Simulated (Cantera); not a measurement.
**Ignition delay**

Mixture: 4.62 % CH4, 20.1 % O2, 75.3 % N2, equivalence ratio 0.46, at 840000 Pa, adiabatic and at constant volume. Ignition delay is the time to a rise of 400 K.

Computed with Cantera and GRI-Mech 3.0 (53 species, 325 reactions).

| T0 (K) | delay (ms) |
|---|---|
| 1098 | 15.9 |
| 1173 | 5.60 |
| 1248 | 2.18 |
| 1323 | 0.922 |
| 1398 | 0.417 |
| 1473 | 0.201 |
| 1548 | 0.102 |
| 1623 | 0.0555 |
| 1698 | 0.0318 |
| 1773 | 0.0191 |

```yaml
apparent activation energy between 1623 and 1773 K: 170 kJ/mol
```
